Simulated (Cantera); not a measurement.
## HCl + O2 + H2 (abatement and gas-phase synthesis)

A closed system holds: 1 mol HCl, 0.12 mol O2, 0.18 mol H2, held at 0.133 bar.

Cantera equilibrium calculation (NASA polynomials, part measured and part estimated; ideal gas, pure solids and liquids). Candidate condensed phases: H2O; 14 gas species. Kinetics and transport are ignored.

```csv
T (K),log p HCl,log p H2O,log p Cl2,log p Cl,log p O2
625,-1.00,-1.57,-2.17,-8.37,-6.20
725,-1.00,-1.57,-2.17,-6.95,-4.85
825,-1.00,-1.57,-2.19,-5.88,-3.88
925,-0.99,-1.59,-2.25,-5.06,-3.25
1025,-0.99,-1.61,-2.37,-4.44,-2.92
1125,-0.98,-1.63,-2.51,-3.94,-2.75
1225,-0.97,-1.65,-2.66,-3.55,-2.66
1325,-0.97,-1.66,-2.82,-3.22,-2.62
1425,-0.97,-1.67,-2.97,-2.95,-2.60
1525,-0.97,-1.67,-3.12,-2.72,-2.61
1625,-0.98,-1.66,-3.28,-2.53,-2.64
1725,-0.98,-1.65,-3.43,-2.38,-2.69
1825,-0.99,-1.65,-3.59,-2.25,-2.77
```
log p: log10 of the partial pressure in bar; nothing condenses.

From 625 K to 1825 K nothing is condensed.
